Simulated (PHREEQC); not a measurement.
## Alkaline etch or developer: speciation

Solution (25 °C): 0.09 mol/kgw NH3, 0.0051 mol/kgw Na2SiO3 and 0.0015 mol/kgw K3PO4. Closed to the air; pH follows from the charge balance.

All values are PHREEQC results (ion-association model, phreeqc.dat), not measurements.

Each row changes one thing in this solution. No solid was allowed to form.

```json
[
 {"case": "as made", "pH": "11.73", "ionic strength (mol/kgw)": "0.0177", "HPO4-2 (mol/kgw)": "0.00100", "PO4-3 (mol/kgw)": "0.000483", "KHPO4- (mol/kgw)": "5.20e-6", "H2PO4- (mol/kgw)": "2.02e-8"},
 {"case": "NH3 left out", "pH": "…", "ionic strength (mol/kgw)": "0.0173", "HPO4-2 (mol/kgw)": "0.00102", "PO4-3 (mol/kgw)": "0.000465", "KHPO4- (mol/kgw)": "5.32e-6", "H2PO4- (mol/kgw)": "2.17e-8"},
 {"case": "diluted 2-fold with water", "pH": "11.49", "ionic strength (mol/kgw)": "0.00872", "HPO4-2 (mol/kgw)": "0.000606", "PO4-3 (mol/kgw)": "0.000138", "KHPO4- (mol/kgw)": "1.81e-6", "H2PO4- (mol/kgw)": "2.39e-8"},
 {"case": "Na2SiO3 left out", "pH": "…", "ionic strength (mol/kgw)": "0.00722", "HPO4-2 (mol/kgw)": "0.00131", "PO4-3 (mol/kgw)": "0.000184", "KHPO4- (mol/kgw)": "8.04e-6", "H2PO4- (mol/kgw)": "8.19e-8"},
 {"case": "temperature from 25 to 45 °C", "pH": "…", "ionic strength (mol/kgw)": "0.0172", "HPO4-2 (mol/kgw)": "0.00125", "PO4-3 (mol/kgw)": "0.000234", "KHPO4- (mol/kgw)": "6.40e-6", "H2PO4- (mol/kgw)": "8.52e-8"}
]
```

Problem. Complete the blanks.

Solution. 
- NH3 left out, pH: 11.71
- Na2SiO3 left out, pH: 11.30
- temperature from 25 to 45 °C, pH: 11.15

Species that the database lacks are ignored. At this temperature some constants are extrapolated from 25 °C, and those without enthalpy data are left unchanged.
